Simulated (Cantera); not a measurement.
## Stirred combustor or abatement burner

A perfectly stirred reactor is fed with 3.29 % CH4, 4.28 % C2H6, 0.201 % C3H8, 13.3 % O2, 79.0 % N2, at 10.0 bar; it is adiabatic with a 775 K inlet, and is followed from long to short residence time, starting on the burning branch (τ in s: 0.096, 0.038, 0.015, 0.0061, 0.0024, 0.00097, 0.00038, 0.00015, 6.1e-05, 2.4e-05, 9.7e-06).

Model: GRI-Mech 3.0 (53 species, 325 reactions), integrated in Cantera.

| τ (s) | T (K) | x CH4 | x C2H6 | x C3H8 | x O2 | x H | x HCO | x NO |
|---|---|---|---|---|---|---|---|---|
| 0.096 | 1866 | 0.00406 | 3.75e-6 | 2.89e-8 | 0.000160 | 5.70e-5 | 2.39e-8 | 1.40e-6 |
| 0.038 | 1873 | 0.00533 | 8.50e-6 | 6.86e-8 | 0.000360 | 6.24e-5 | 2.80e-8 | 1.40e-6 |
| 0.015 | 1877 | 0.00660 | 1.88e-5 | 1.66e-7 | 0.000785 | 7.00e-5 | 3.85e-8 | 1.32e-6 |
| 0.0061 | 1875 | 0.00767 | 4.04e-5 | 4.02e-7 | 0.00160 | 8.08e-5 | 6.27e-8 | 1.17e-6 |
| 0.0024 | 1860 | 0.00849 | 9.04e-5 | 1.06e-6 | 0.00316 | 9.78e-5 | 1.23e-7 | 9.56e-7 |
| 0.00097 | 1830 | 0.00907 | 0.000204 | 2.95e-6 | 0.00592 | 0.000120 | 2.69e-7 | 7.10e-7 |
| 0.00038 | 1765 | 0.0101 | 0.000532 | 1.03e-5 | 0.0117 | 0.000139 | 7.13e-7 | 3.88e-7 |
| 0.00015 | 775 | 0.0329 | 0.0428 | 0.00201 | 0.133 | <1e-12 | <1e-12 | <1e-12 |
| 6.1e-5 | 775 | 0.0329 | 0.0428 | 0.00201 | 0.133 | <1e-12 | <1e-12 | <1e-12 |
| 2.4e-5 | 775 | 0.0329 | 0.0428 | 0.00201 | 0.133 | <1e-12 | <1e-12 | <1e-12 |
| 9.7e-6 | 775 | 0.0329 | 0.0428 | 0.00201 | 0.133 | <1e-12 | <1e-12 | <1e-12 |
x: mole fraction; the columns are a selection and need not sum to one.
